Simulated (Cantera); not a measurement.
A Cantera script and what it prints.

```python
import numpy as np
import cantera as ct

gas_names = [...]  # 123 gases of nasa_gas.yaml made of C, H, O, Si
cond_names = """
    C(gr) C6H6(L) C7H8(L) C8H18(L),n-octa H2O(s) H2O(L) Si(cr) Si(L) SiC(b) SiO2(Lqz) SiO2(hqz) SiO2(L)
""".split()


# ... load() reads the species with a 1 bar reference pressure and builds the phases ...
atoms = {
    'TEOS': {'Si': 1, 'C': 8, 'H': 20, 'O': 4},
    'O2': {'O': 2},
    'H2': {'H': 2},
}
top_T = {'C(gr)': 4500, 'SiC(b)': 3050}  # K; cautious upper limits of use, not melting points


# ... equilibrate(T, P, feed) seeds the gas with the atoms and calls Mixture.equilibrate('TP', solver="vcs", rtol=1e-11, max_steps=5000) ...
results = []
feed = {'TEOS': 1, 'O2': 2.2, 'H2': 0.23}  # mol
T = 1348.15  # K
P = 21  # Pa
mix = equilibrate(T, P, feed)
results.append((T, P, feed, dict(zip(mix.species_names, mix.species_moles))))
x = sorted(zip(gas.X, gas.species_names), reverse=True)
print(f"T = {T:g} K  P = {P:g} Pa  gas = {mix.phase_moles(0):.4g} mol")
print("   x: " + "  ".join(f"{s} {v:.3e}" for v, s in x if v > 1e-06))
print("   condensed (mol): " + ("  ".join(f"{mix.phase(i).name} {mix.phase_moles(i):.4g}"
      for i in range(1, mix.n_phases) if mix.phase_moles(i) > 1e-12) or "none"))
```

It prints:

```
T = 1348.15 K  P = 21 Pa  gas = 18.13 mol
   x: H2 5.642e-01  CO 4.178e-01  SiO 1.784e-02  H 1.202e-04  H2O 1.919e-06
   condensed (mol): SiC(b) 0.4256  SiO2(hqz) 0.2511
```

These are equilibrium values from Cantera (NASA tables, ideal gas, pure condensed phases), not measurements of a reactor. The feed counts by its element totals alone. Mutual solubility and eutectic melting of coexisting phases are not modelled. The tables hold silica as quartz up to 1696 K and as liquid above; real silica turns to tridymite and cristobalite and melts near 1996 K.
